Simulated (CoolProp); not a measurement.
Vapour-liquid equilibrium of n-heptane (1) + n-dodecane (2) at 478.8 K; x and y are mole fractions of (1).

The numbers come from the multi-fluid Helmholtz-energy mixture model, Span 2003 and Lemmon 2004; pair parameters Bell 2016 in CoolProp.

```csv
x,"bubble pressure, mixture model (MPa)","bubble pressure, Raoult's law (MPa)","y, mixture model","y, Raoult's law"
0.05,0.1153,0.1282,(withheld),0.421
0.125,0.1748,0.2032,0.583,0.664
0.2,0.2383,0.2783,0.710,0.775
0.275,0.3049,0.3534,0.787,0.840
0.35,0.3742,0.4285,0.838,0.882
0.425,0.4457,0.5036,0.874,0.911
0.5,0.5191,0.5786,0.901,0.933
0.575,0.5944,0.6537,(withheld),0.949
0.65,0.6717,0.7288,0.940,0.962
0.725,0.7513,0.8039,0.955,0.973
0.8,0.8339,0.8790,0.968,0.982
0.875,(withheld),0.9540,0.981,0.990
0.95,1.013,1.029,0.992,0.996
```

### Question
Some entries are withheld; supply them.

### Answer

- 0.05, y, mixture model: 0.338
- 0.575, y, mixture model: 0.923
- 0.875, bubble pressure, mixture model (MPa): 0.9206

The largest gap from Raoult's law is -14.4 % in bubble pressure, at x = 0.2. No azeotrope shows between x = 0.05 and 0.95.

The pair parameters rest on a limited set of measurements; away from them the model extrapolates.
